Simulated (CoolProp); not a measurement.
Tetrahydrofuran along the isobar 61.9 bar: Z from the reference equation and from simpler models built on Tc = 267.0 °C, pc = 53.04 bar, ω = 0.234; each cubic takes its own stable root.

Computed with CoolProp (reference Helmholtz-energy equation of state, Fiedler 2023).

```csv
T (°C),phase,reference,van der Waals,Redlich-Kwong,Soave-Redlich-Kwong
29.65,liquid,0.2009,0.3225,0.2203,0.2158
43.85,liquid,0.1953,0.3125,0.2142,0.2094
57.95,liquid,0.1904,0.3038,0.2090,0.2039
72.05,liquid,0.1860,0.2960,0.2045,0.1992
86.15,liquid,0.1822,0.2892,0.2007,0.1951
100.35,liquid,0.1789,0.2832,0.1976,0.1917
114.45,liquid,0.1761,0.2781,0.1951,0.1890
128.55,liquid,0.1737,0.2739,0.1933,0.1870
142.65,liquid,0.1718,0.2704,0.1922,0.1857
156.85,liquid,0.1704,0.2677,0.1918,0.1852
170.95,liquid,0.1696,0.2659,0.1923,0.1855
185.05,liquid,0.1693,0.2651,0.1937,0.1868
199.15,liquid,0.1698,0.2655,0.1963,0.1894
213.35,liquid,0.1713,0.2672,0.2005,0.1936
227.45,liquid,0.1741,0.2709,0.2068,0.2002
```
